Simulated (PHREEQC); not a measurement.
NaOH is added in steps, without added water, to 1 kg of water holding 15 mmol/kgw LiOH, 0.0066 mmol/kgw CO2 and 1.1 mmol/kgw Na2CO3, at 25 °C. Oxygen alone is held at its pressure in air (log pO2 = -0.68). No CO2 enters from the air. Only these solids could form: Nahcolite, Natron.

Base run: PHREEQC, ion-association model, wateq4f.dat. Each further column changes one thing. The table gives NaCO3- (mol/kgw).

```tsv
NaOH added (mol)	base	diluted 5-fold with water	diluted 10-fold with water	Na2CO3 from 0.0011 to 0.00011 mol/kgw	no solid may form
0	2.58e-5	1.31e-6	3.32e-7	2.91e-7	2.58e-5
0.0005625	3.21e-5	2.94e-6	1.18e-6	1.02e-6	3.21e-5
0.001125	3.82e-5	4.51e-6	2.01e-6	1.73e-6	3.82e-5
0.001687	4.41e-5	6.03e-6	2.81e-6	2.43e-6	4.41e-5
0.00225	5.00e-5	7.50e-6	3.57e-6	3.11e-6	5.00e-5
0.002812	5.57e-5	8.93e-6	4.32e-6	3.77e-6	5.57e-5
0.003375	6.13e-5	1.03e-5	5.03e-6	4.42e-6	6.13e-5
0.004125	6.86e-5	1.21e-5	5.95e-6	5.26e-6	6.86e-5
0.004687	7.39e-5	1.34e-5	6.61e-6	5.87e-6	7.39e-5
0.00525	7.92e-5	1.46e-5	7.25e-6	6.47e-6	7.92e-5
0.005812	8.43e-5	1.58e-5	7.87e-6	7.06e-6	8.43e-5
0.006375	8.93e-5	1.70e-5	8.48e-6	7.63e-6	8.93e-5
0.006938	9.43e-5	1.81e-5	9.07e-6	8.20e-6	9.43e-5
0.0075	9.91e-5	1.93e-5	9.64e-6	8.75e-6	9.91e-5
```
